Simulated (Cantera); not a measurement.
Predominance diagram of Mg at 1300 K against the partial pressures of O2 and F2 (log10, bar). Standard-state values (1 bar) from the NASA 1993 polynomials, evaluated with Cantera. Candidates: Mg(l), MgF2(s), MgO(s). Only these pure phases compete in this equilibrium. Not in the tables: oxide halides.

Which phase is stable at these pairs, and which metal-bearing vapour leads over it? (-1.7, -4.6); (-1.7, -6.9); (-2.6, -11.4); (0, 0); (-2.6, -32); (-1.7, -2.3); (-11.1, -22.9)


```json
[
 {"log p(O2)": "-1.7", "log p(F2)": "-4.6", "phase": "MgF2(s)", "chief vapour": "MgF2", "log p (bar)": "-6.3"},
 {"log p(O2)": "-1.7", "log p(F2)": "-6.9", "phase": "MgF2(s)", "chief vapour": "MgF2", "log p (bar)": "-6.3"},
 {"log p(O2)": "-2.6", "log p(F2)": "-11.4", "phase": "MgF2(s)", "chief vapour": "MgF2", "log p (bar)": "-6.3"},
 {"log p(O2)": "0", "log p(F2)": "0", "phase": "MgF2(s)", "chief vapour": "MgF2", "log p (bar)": "-6.3"},
 {"log p(O2)": "-2.6", "log p(F2)": "-32", "phase": "MgO(s)", "chief vapour": "MgO", "log p (bar)": "-16.9"},
 {"log p(O2)": "-1.7", "log p(F2)": "-2.3", "phase": "MgF2(s)", "chief vapour": "MgF2", "log p (bar)": "-6.3"},
 {"log p(O2)": "-11.1", "log p(F2)": "-22.9", "phase": "MgF2(s)", "chief vapour": "MgF2", "log p (bar)": "-6.3"}
]
```
